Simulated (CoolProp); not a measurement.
C3F8 (R218) at several states: fugacity coefficient from the reference equation and from simpler models built on Tc = 71.9 °C, pc = 2.640 MPa, ω = 0.317; each cubic takes its own stable root.

The numbers come from the reference Helmholtz-energy equation of state, Lemmon 2006 in CoolProp. It is a short technical equation, of lower accuracy than the large ones.

| T (°C) | p (MPa) | phase | reference | van der Waals | Redlich-Kwong | Soave-Redlich-Kwong | Peng-Robinson |
|---|---|---|---|---|---|---|---|
| 62.65 | 1.83 | gas | 0.7484 | 0.7801 | 0.7516 | 0.7474 | 0.7281 |
| 29.65 | 0.0189 | gas | 0.9963 | 0.9971 | 0.9965 | 0.9962 | 0.9959 |
| -102.65 | 3.75 | liquid | 0.0004261 | 0.02659 | 0.001800 | 0.0004297 | 0.0004554 |
| 97.25 | 0.0198 | gas | 0.9981 | 0.9981 | 0.9979 | 0.9980 | 0.9977 |
